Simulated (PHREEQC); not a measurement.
Dissolve 0.59 mol HNO3, 0.00016 mol K2SO4 and 0.13 mol CuSO4 per kg of water at 25 °C. Closed to the air; pH follows from the charge balance.

All values are PHREEQC results (ion-association model, phreeqc.dat), not measurements.

No solid was allowed to form.

What pH does the model give?

pH 0.44.

In which forms is K present?

K+ 99 %, KSO4- 1.5 % of the K.

Ionic strength above about 0.7 mol/kgw puts this run outside the model's range.
